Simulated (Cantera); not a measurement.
A perfectly stirred reactor is fed with 1.31 % CH4, 93.3 % H2, 0.168 % O2, 5.22 % H2O, equivalence ratio 290, at 32.3 Torr; it is held at 2700 K, and followed from long to short residence time.

Detailed kinetics in Cantera: GRI-Mech 3.0 (53 species, 325 reactions). Radical loss at walls, strong at low pressure, is not modelled.

Task: Predict: x(CH4) at τ = 9.00 s; x(H2) at τ = 9.00 s; x(O2) at τ = 9.00 s; x(CH4) at τ = 0.130 s; x(H2) at τ = 0.130 s; x(O2) at τ = 0.130 s.

Result: 
| Quantity | Result |
|---|---|
| x(CH4) at τ = 9.00 s | 3.71e-9 |
| x(H2) at τ = 9.00 s | 0.719 |
| x(O2) at τ = 9.00 s | 1.06e-5 |
| x(CH4) at τ = 0.130 s | 7.02e-7 |
| x(H2) at τ = 0.130 s | 0.774 |
| x(O2) at τ = 0.130 s | 5.63e-6 |
